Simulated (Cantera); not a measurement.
## Low-pressure radical oxidation in H2/O2

An isothermal, constant-pressure homogeneous reactor starts with 16.7 % H₂, 83.3 % O₂, at 1000 K and 610 Pa.

Cantera simulation using GRI-Mech 3.0 (53 species, 325 reactions); the numbers are that mechanism's predictions, not measurements. Radical loss at walls, strong at low pressure, is not modelled. The temperature is held fixed by assumption; the heat of reaction is taken as removed at once.

```csv
t (s),x H₂,x O₂,x H₂O₂,x OH,x H₂O,x H
1.00e-6,0.167,0.833,<1e-12,<1e-12,<1e-12,<1e-12
8.36e-6,0.167,0.833,<1e-12,<1e-12,<1e-12,5.10e-12
6.99e-5,0.167,0.833,<1e-12,3.22e-12,1.29e-12,4.04e-11
0.000585,0.167,0.833,<1e-12,1.06e-10,3.58e-10,4.84e-10
0.00489,0.167,0.833,6.11e-11,5.06e-6,3.32e-5,2.07e-5
0.0409,0.00308,0.794,1.30e-7,0.00275,0.165,0.0165
0.342,4.04e-5,0.818,1.07e-7,0.000285,0.182,2.12e-5
2.86,7.38e-7,0.818,1.93e-8,4.21e-5,0.182,6.69e-8
23.9,4.41e-8,0.818,3.27e-9,1.08e-5,0.182,1.12e-9
200,4.10e-9,0.818,4.92e-10,3.34e-6,0.182,3.35e-11
```
x: mole fraction; the columns are a selection and need not sum to one.

Equilibrium at this temperature and pressure: H₂ 2.26e-10, O₂ 0.818, H₂O₂ 3.62e-11, OH 7.82e-7, H₂O 0.182, H <1e-12 (gas phase only).
